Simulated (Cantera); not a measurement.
**Stirred combustor or abatement burner**

A perfectly stirred reactor is fed with 20.8 % CO, 0.955 % H2, 16.4 % O2, 61.9 % N2, at 4.93 atm; it is adiabatic with a 325 K inlet, and is followed from long to short residence time, starting on the burning branch (τ in s: 0.46, 0.12, 0.032, 0.0086, 0.0023, 0.0006, 0.00016, 4.2e-05, 1.1e-05).

Model: GRI-Mech 3.0 (53 species, 325 reactions), integrated in Cantera. The hydrogen kinetics of GRI-Mech 3.0 are dated; newer H2 mechanisms differ, most at raised pressure.

| τ (s) | T (K) | x CO | x H2 | x O2 | x H2O | x NO2 | x H2O2 |
|---|---|---|---|---|---|---|---|
| 0.46 | 2091 | 0.00142 | 1.26e-5 | 0.0617 | 0.0104 | 5.59e-6 | 1.58e-8 |
| 0.12 | 2089 | 0.00209 | 1.79e-5 | 0.0626 | 0.0104 | 3.76e-6 | 1.96e-8 |
| 0.032 | 2076 | 0.00390 | 3.22e-5 | 0.0636 | 0.0102 | 2.92e-6 | 2.98e-8 |
| 0.0086 | 2045 | 0.00796 | 6.41e-5 | 0.0654 | 0.00999 | 2.22e-6 | 5.20e-8 |
| 0.0023 | 1984 | 0.0158 | 0.000125 | 0.0686 | 0.00964 | 1.25e-6 | 9.76e-8 |
| 0.00060 | 1871 | 0.0301 | 0.000224 | 0.0745 | 0.00917 | 5.22e-7 | 2.03e-7 |
| 0.00016 | 1617 | 0.0641 | 0.000371 | 0.0901 | 0.00888 | 1.68e-7 | 6.61e-7 |
| 4.2e-5 | 325 | 0.208 | 0.00955 | 0.164 | <1e-12 | <1e-12 | <1e-12 |
| 1.1e-5 | 325 | 0.208 | 0.00955 | 0.164 | <1e-12 | <1e-12 | <1e-12 |
x: mole fraction; the columns are a selection and need not sum to one.
